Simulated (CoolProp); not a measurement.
Computed with CoolProp (reference Helmholtz-energy equation of state, Lemmon 2006). It is a short technical equation, of lower accuracy than the large ones.

Q: For toluene, give the phase and the speed of sound (m/s), Joule-Thomson coefficient (K/MPa) at 392.5 K and 0.101 MPa; 437.4 K and 0.101 MPa; 549.6 K and 0.101 MPa.

A: 
- 392.5 K and 0.101 MPa: gas; speed of sound 188, Joule-Thomson coefficient 31.5
- 437.4 K and 0.101 MPa: gas; speed of sound 200, Joule-Thomson coefficient 20.7
- 549.6 K and 0.101 MPa: gas; speed of sound 226, Joule-Thomson coefficient 9.42
